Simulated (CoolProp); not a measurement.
500 sccm (0 °C, 1 atm) of nitrogen bubbles through liquid p-xylene at 336.8 K and leaves saturated at a total pressure of 0.0942 MPa (ideal gas phase). Each further row changes one setting.

Computed with CoolProp (reference Helmholtz-energy equation of state, Zhou 2012).

```json
[
 {"case": "as stated", "vapour pressure (kPa)": "8.05", "mole fraction of vapour": "0.0854", "delivery (mg/min)": "[?]", "delivery (sccm)": "46.7", "change of delivery for a bath 1 K warmer (%)": "4.8"},
 {"case": "bath temperature 341.8 K", "vapour pressure (kPa)": "[?]", "mole fraction of vapour": "0.106", "delivery (mg/min)": "[?]", "delivery (sccm)": "[?]", "change of delivery for a bath 1 K warmer (%)": "4.7"},
 {"case": "total pressure 0.188 MPa", "vapour pressure (kPa)": "8.05", "mole fraction of vapour": "[?]", "delivery (mg/min)": "[?]", "delivery (sccm)": "[?]", "change of delivery for a bath 1 K warmer (%)": "[?]"}
]
```

Task: What belongs in the gaps?

Result: 
- as stated, delivery (mg/min): 221
- bath temperature 341.8 K, vapour pressure (kPa): 9.94
- bath temperature 341.8 K, delivery (mg/min): 279
- bath temperature 341.8 K, delivery (sccm): 59.0
- total pressure 0.188 MPa, mole fraction of vapour: 0.0428
- total pressure 0.188 MPa, delivery (mg/min): 106
- total pressure 0.188 MPa, delivery (sccm): 22.4
- total pressure 0.188 MPa, change of delivery for a bath 1 K warmer (%): 4.6
